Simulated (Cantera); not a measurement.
Feed: 1 mol Cu2O, 1.1 mol CH4, 0.74 mol CO, held at 1823.15 K and 1000 Pa.

Cantera equilibrium calculation (NASA polynomials, part measured and part estimated; ideal gas, pure solids and liquids). Candidate condensed phases: C, C6H6, C7H8, C8H18, Cu, CuO, Cu(OH)2, Cu2O, H2O; 113 gas species. Equilibrium is a limit: real reactors are often held back by kinetics, nucleation or transport.

Base state: H2 0.516, CO 0.410, Cu 0.0705, H 0.00312, Cu2 0.000149, C2H2 (acetylene) 0.000109 (mole fractions); condensed: C(graphite) + Cu(l).

Question: What changes in the equilibrium state with this change: Cu2O replaced by PbO?

Answer: 
| species | before | after |
|---|---|---|
| H2 | 0.516 | 0.443 |
| CO | 0.410 | 0.352 |
| Pb | 0 | 0.202 |
| Cu | 0.0705 | 0 |
| Cu2 | 0.000149 | 0 |
| C2H2 (acetylene) | 0.000109 | 9.38e-5 |
| C(graphite), mol | 0.0991 | 0.0991 |
| Cu(l), mol | 1.70 | 0 |
Further candidate phases: Pb, PbO, PbO2, Pb3O4.
